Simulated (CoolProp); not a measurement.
R11 at several states: fugacity coefficient from the reference equation and from simpler models built on Tc = 198.0 °C, pc = 44.08 bar, ω = 0.189; each cubic takes its own stable root.

Model: reference Helmholtz-energy equation of state, Jacobsen 1992, in CoolProp.

| T (°C) | p (bar) | phase | reference | van der Waals | Redlich-Kwong | Soave-Redlich-Kwong | Peng-Robinson |
|---|---|---|---|---|---|---|---|
| 41.05 | 0.838 | gas | 0.9767 | 0.9855 | 0.9801 | 0.9787 | 0.9777 |
| 30.75 | 1.62 | liquid | 0.7660 | 0.9699 | 0.9580 | 0.7653 | 0.7699 |
| -12.55 | 1.95 | liquid | 0.1160 | 0.9490 | 0.1854 | 0.1149 | 0.1194 |

At some of these states van der Waals, Redlich-Kwong gives the other phase, because its saturation line lies elsewhere.
